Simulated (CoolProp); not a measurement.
R13 along the isobar 4.87 bar: fugacity coefficient from the reference equation and from simpler models built on Tc = 29.9 °C, pc = 39.73 bar, ω = 0.175; each cubic takes its own stable root.

Values from CoolProp's reference Helmholtz-energy equation of state, Platzer 1990. This equation is an older, rougher fit; its heat capacities, sound speeds and derivatives of the liquid may be far off and weren't checked against measurements.

| T (°C) | phase | reference | van der Waals | Redlich-Kwong | Peng-Robinson |
|---|---|---|---|---|---|
| -59.55 | liquid | 0.5452 | 0.9177 | 0.6966 | 0.5421 |
| -30.05 | gas | 0.9140 | 0.9389 | 0.9229 | 0.9139 |
| -0.45 | gas | 0.9413 | 0.9533 | 0.9440 | 0.9376 |
| 29.05 | gas | 0.9583 | 0.9635 | 0.9582 | 0.9537 |
| 58.65 | gas | 0.9696 | 0.9709 | 0.9682 | 0.9651 |
| 88.15 | gas | 0.9774 | 0.9766 | 0.9753 | 0.9733 |
| 117.75 | gas | 0.9830 | 0.9809 | 0.9807 | 0.9795 |
| 147.25 | gas | 0.9871 | 0.9842 | 0.9847 | 0.9841 |
| 176.85 | gas | 0.9902 | 0.9869 | 0.9877 | 0.9877 |

At some of these states van der Waals gives the other phase, because its saturation line lies elsewhere.
